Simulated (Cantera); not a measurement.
Feed: 1 mol Cr, 0.23 mol H2O, a varied amount of N2, equilibrated at 1 atm.

Equilibrium computed with Cantera from the NASA thermochemical tables; the gas is ideal and each condensed phase is pure. Candidate condensed phases: Cr, CrN, Cr2N, Cr2O3, H2O; 29 gas species. Mutual solubility and eutectic melting of coexisting phases are not modelled. The numbers say what is thermodynamically allowed, not how fast it happens.

**Question.** What condenses at these points (T in K, n(N2) in mol): (1973, 14); (2173, 14); (2473, 11); (2673, 11); (2273, 6.1); (2673, 3.5)?

**Answer.** 
```tsv
T (K)	n(N2) in mol	condensed phases	Cr condensed (%)
1973	14	Cr + Cr2O3	98.8
2173	14	Cr + Cr2O3	90.5
2473	11	Cr + Cr2O3	13.2
2673	11	gas only	0.0
2273	6.1	Cr + Cr2O3	89.9
2673	3.5	Cr2O3	4.4
```
